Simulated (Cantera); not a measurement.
A closed system holds: 1 mol Si, 0.0021 mol O2, 12 mol H2, at 0.100 bar.

Cantera equilibrium calculation (NASA polynomials, part measured and part estimated; ideal gas, pure solids and liquids). Candidate condensed phases: H2O, Si, SiO2; 18 gas species. Gases not in the tables: Si2H6 and higher silanes. Equilibrium is a limit: real reactors are often held back by kinetics, nucleation or transport.

Q: At 1898 K, list the 6 most abundant gas species with their mole fractions, and the condensed phases.

A: H2 0.997, H 0.00247, SiO 0.000349, Si 0.000123, SiH2 5.74e-5, SiH 3.38e-5. Condensed: Si(l).
